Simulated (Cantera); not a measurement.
Charge: 1 mol Al2O3, 0.6 mol SiCl4, 4.2 mol O2, 20 mol HCl, held at 330 Torr.

Cantera equilibrium calculation (NASA polynomials, part measured and part estimated; ideal gas, pure solids and liquids). Candidate condensed phases: Al, AlCl3, Al2O3, Al2SiO5, Al6Si2O13, H2O, Si, SiO2; 45 gas species. Mutual solubility and eutectic melting of coexisting phases are not modelled. Condensed phases not in the tables: alloys, solid solutions and most ternary compounds. The numbers say what is thermodynamically allowed, not how fast it happens.

Question: At 852 °C, list the 6 most abundant gas species with their mole fractions, and the condensed phases.

Answer: HCl 0.653, Cl2 0.146, O2 0.104, H2O 0.0959, Cl 0.00118, HOCl 2.86e-5. Condensed: Al2O3(s) + Al6Si2O13(mullite).
